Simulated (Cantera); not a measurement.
## Equilibrium for silicon epitaxy and polysilicon growth: Si2H6 + Cl2 + H2

Charge: 1 mol Si2H6, a varied amount of Cl2, 22 mol H2, equilibrated at 1075 K and 75.0 Torr.

These are equilibrium values from Cantera (NASA tables, ideal gas, pure condensed phases), not measurements of a reactor. Candidate condensed phases: Si; 19 gas species. The feed counts by its element totals alone. The tables' values for SiCl3 are old estimates; treat these amounts as uncertain. The numbers say what is thermodynamically allowed, not how fast it happens.

From 0.12 mol Cl2 to 0.69 mol Cl2 the condensed part is Si(s). The main Si-bearing gas is SiHCl3 at 0.12 mol Cl2 and SiCl4 at 0.69 mol Cl2. The share of Si in condensed phases is highest at 0.12 mol Cl2 (99.2 %) and lowest at 0.69 mol Cl2 (86.7 %).

```json
[
 {"n(Cl2) (mol)": "0.12", "x H2": "0.992", "x HCl": "0.00772", "x SiCl4": "0.000159", "x SiHCl3": "0.000254", "x SiCl2": "0.000118", "x SiCl3": "3.44e-5", "x SiH2Cl2": "4.74e-5", "n Si(s)": "1.98"},
 {"n(Cl2) (mol)": "0.21", "x H2": "0.987", "x HCl": "0.0109", "x SiCl4": "0.000648", "x SiHCl3": "0.000727", "x SiCl2": "0.000237", "x SiCl3": "9.86e-5", "x SiH2Cl2": "9.52e-5", "n Si(s)": "1.95"},
 {"n(Cl2) (mol)": "0.31", "x H2": "0.983", "x HCl": "0.0133", "x SiCl4": "0.00144", "x SiHCl3": "0.00132", "x SiCl2": "0.000353", "x SiCl3": "0.000179", "x SiH2Cl2": "0.000141", "n Si(s)": "1.91"},
 {"n(Cl2) (mol)": "0.4", "x H2": "0.980", "x HCl": "0.0149", "x SiCl4": "0.00228", "x SiHCl3": "0.00186", "x SiCl2": "0.000445", "x SiCl3": "0.000253", "x SiH2Cl2": "0.000177", "n Si(s)": "1.87"},
 {"n(Cl2) (mol)": "0.5", "x H2": "0.977", "x HCl": "0.0164", "x SiCl4": "0.00331", "x SiHCl3": "0.00245", "x SiCl2": "0.000536", "x SiCl3": "0.000334", "x SiH2Cl2": "0.000213", "n Si(s)": "1.83"},
 {"n(Cl2) (mol)": "0.59", "x H2": "0.974", "x HCl": "0.0174", "x SiCl4": "0.00429", "x SiHCl3": "0.00298", "x SiCl2": "0.000610", "x SiCl3": "0.000407", "x SiH2Cl2": "0.000242", "n Si(s)": "1.78"},
 {"n(Cl2) (mol)": "0.69", "x H2": "0.971", "x HCl": "0.0185", "x SiCl4": "0.00543", "x SiHCl3": "0.00355", "x SiCl2": "0.000686", "x SiCl3": "0.000485", "x SiH2Cl2": "0.000271", "n Si(s)": "1.73"}
]
```
x: gas mole fraction; n: condensed amount in mol.
